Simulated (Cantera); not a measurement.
A Cantera script and what it prints.

```python
import numpy as np
import cantera as ct

gas_names = """
    C CH CH2 CH3 CH2OH CH3O CH4 CH3OH CO CO2 COOH C2 C2H CHCO,ketyl C2H2,acetylene C2H2,vinylidene
    CH2CO,ketene C2H3,vinyl CH3CO,acetyl C2H4 C2H4O,ethylen CH3CHO,ethanal CH3COOH (HCOOH)2 C2H5 C2H6
    CH3OCH3 C2H5OH C2O C3 C3H3,propargyl C3H4,allene C3H4,propyne C3H4,cyclo- C3H5,allyl C3H6,propylene
    C3H6,cyclo- C3H6O C3H7,n-propyl C3H7,i-propyl C3H8 C3H8O,1propanol C3H8O,2propanol C3O2 C4 C4H2
    C4H4,1,3-cyclo- C4H6,butadiene C4H6,2-butyne C4H6,cyclo- C4H8,1-butene C4H8,cis2-buten
    C4H8,tr2-butene C4H8,isobutene C4H8,cyclo- (CH3COOH)2 C4H9,n-butyl C4H9,i-butyl C4H9,s-butyl
    C4H9,t-butyl C4H10,isobutane C4H10,n-butane C5 C5H6,1,3cyclo- C5H8,cyclo- C5H10,1-pentene
    C5H10,cyclo- C5H11,pentyl C5H11,t-pentyl C5H12,n-pentane C5H12,i-pentane CH3C(CH3)2CH3 C6H2
    C6H5,phenyl C6H5O,phenoxy C6H6 C6H5OH,phenol C6H10,cyclo- C6H12,1-hexene C6H12,cyclo- C6H13,n-hexyl
    C7H7,benzyl C7H8 C7H8O,cresol C7H14,1-heptene C7H15,n-heptyl C7H16,n-heptane C8H8,styrene
    C8H10,ethylbenz C8H16,1-octene C8H17,n-octyl C8H18,isooctane C8H18,n-octane C9H19,n-nonyl
    C10H8,naphthale C10H21,n-decyl C12H9,o-bipheny C12H10,bipheny Cu CuO Cu2 H HCO HO2 H2
    HCHO,formaldehy HCOOH H2O H2O2 O OH O2 O3
""".split()
cond_names = """
    C(gr) C6H6(L) C7H8(L) C8H18(L),n-octa Cu(cr) Cu(L) CuO(s) CuO2H2(s) Cu2O(s) Cu2O(L) H2O(s) H2O(L)
""".split()


def load(file, names, dense=False):
    # The tables refer to 1 bar. Condensed volumes are neglected.
    table = {s.name: s for s in ct.Species.list_from_file(file)}
    out = []
    for n in names:
        d = dict(table[n].input_data)
        d["thermo"] = dict(d["thermo"], **{"reference-pressure": 1e5})
        if dense:
            d["equation-of-state"] = {"model": "constant-volume", "density": "1e6 g/cm^3"}
        out.append(ct.Species.from_dict(d))
    return out


gas = ct.Solution(thermo="ideal-gas", species=load("nasa_gas.yaml", gas_names))
cond = {s.name: ct.Solution(thermo="fixed-stoichiometry", species=[s], name=s.name)
        for s in load("nasa_condensed.yaml", cond_names, dense=True)}
atoms = {
    'Cu2O': {'Cu': 2, 'O': 1},
    'CO': {'C': 1, 'O': 1},
    'H2': {'H': 2},
}
top_T = {'C(gr)': 4500, 'CuO(s)': 1390}  # K; cautious upper limits of use, not melting points


def equilibrate(T, P, feed):
    n = {}
    for name, mol in feed.items():
        for a, k in atoms[name].items():
            n[a] = n.get(a, 0.0) + k * mol
    gas.TPX = T, P, n
    mass = sum(n.values()) * gas.mean_molecular_weight
    gas.equilibrate("TP")
    valid = [c for c in cond.values() if c.min_temp <= T <= top_T.get(c.name, c.max_temp)]
    mix = ct.Mixture([(gas, mass / gas.mean_molecular_weight)] + [(c, 0.0) for c in valid])
    mix.T, mix.P = T, P
    mix.equilibrate("TP", solver="vcs", rtol=1e-11, max_steps=5000)
    return mix


results = []
feed = {'Cu2O': 1, 'CO': 10, 'H2': 0.7}  # mol
T = 1725  # K
P = 16000  # Pa
mix = equilibrate(T, P, feed)
results.append((T, P, feed, dict(zip(mix.species_names, mix.species_moles))))
print(gas.report(threshold=1e-05))
for i in range(1, mix.n_phases):
    print(f"{mix.phase(i).name:16s} {mix.phase_moles(i):12.5e} mol")
```

It prints:

```
       temperature   1725 K
          pressure   16000 Pa
           density   0.031071 kg/m^3
  mean mol. weight   27.852 kg/kmol
   phase of matter   gas

                          1 kg             1 kmol
                     ---------------   ---------------
          enthalpy       -2.8526e+06       -7.9451e+07  J
   internal energy       -3.3675e+06       -9.3793e+07  J
           entropy            9815.3        2.7338e+05  J/K
    Gibbs function       -1.9784e+07       -5.5103e+08  J
 heat capacity c_p            1351.4             37640  J/K
 heat capacity c_v            1052.9             29326  J/K

                      mass frac. Y      mole frac. X     chem. pot. / RT
                     ---------------   ---------------   ---------------
                CO           0.86056           0.85571           -36.904
               CO2           0.12252           0.07754           -62.729
                Cu         0.0031203         0.0013676             -7.22
                 H        3.7383e-06        0.00010329           -11.929
                H2         0.0035823          0.049492           -23.858
               H2O          0.010208          0.015783           -49.683
     [ +107 minor]        9.6486e-06        3.7013e-06

C(gr)             0.00000e+00 mol
Cu(L)             1.98531e+00 mol
Cu2O(L)           0.00000e+00 mol
```

Cantera equilibrium calculation (NASA polynomials, part measured and part estimated; ideal gas, pure solids and liquids).
